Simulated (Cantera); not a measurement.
Source: NASA polynomial tables (part measured, part estimated), evaluated in Cantera. Values are per mole of reaction as written; species without (g) are pure solids or liquids, kept so even where they would boil at 1 bar.

Nb + 2 NO(g) → NbO2(g) + 2 N(g)

```
T (K)  ΔH° (kJ)  ΔS° (J/K)  ΔG° (kJ)  log10 K
-----  --------  ---------  --------  -------
1375      565.3      125.9     392.1   -14.90
1425      565.2      125.9     385.8   -14.14
1475        [?]        [?]       [?]      [?]
1525        [?]        [?]       [?]      [?]
1575      564.7      125.6     367.0   -12.17
```

Task: Complete the blanks.

Result: 
- 1475, ΔH° (kJ): 565.0
- 1475, ΔS° (J/K): 125.8
- 1475, ΔG° (kJ): 379.5
- 1475, log10 K: -13.44
- 1525, ΔH° (kJ): 564.9
- 1525, ΔS° (J/K): 125.7
- 1525, ΔG° (kJ): 373.2
- 1525, log10 K: -12.78
